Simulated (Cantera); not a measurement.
Charge: 1 mol CH3SiH3, 0.012 mol C2H4, 130 mol H2, 0.067 mol CH4, at 1423 K and 1.00 bar.

These are equilibrium values from Cantera (NASA tables, ideal gas, pure condensed phases), not measurements of a reactor. Candidate condensed phases: C, C6H6, C7H8, C8H18, Si, SiC; 87 gas species. The feed counts by its element totals alone. Rates play no part.

Base state: H2 0.999, CH4 0.000683 (mole fractions); condensed: SiC(s).

### Question
What changes in the equilibrium state with this change: temperature from 1423 K to 2323 K?

### Answer
| species | before | after |
|---|---|---|
| H2 | 0.999 | 0.988 |
| H | 6.64e-6 | 0.0108 |
| C2H2 (acetylene) | 1.11e-7 | 0.000715 |
| Si | <1e-9 | 0.000451 |
| SiH | <1e-9 | 0.000158 |
| Si2C | <1e-9 | 3.93e-5 |
| SiH2 | 1.55e-8 | 0.000201 |
| SiC2 | <1e-9 | 1.01e-5 |
| CH3 | 9.12e-8 | 1.58e-5 |
| SiC(s), mol | 1.000 | 0.878 |
Gases not in the tables: Si2H6 and higher silanes.
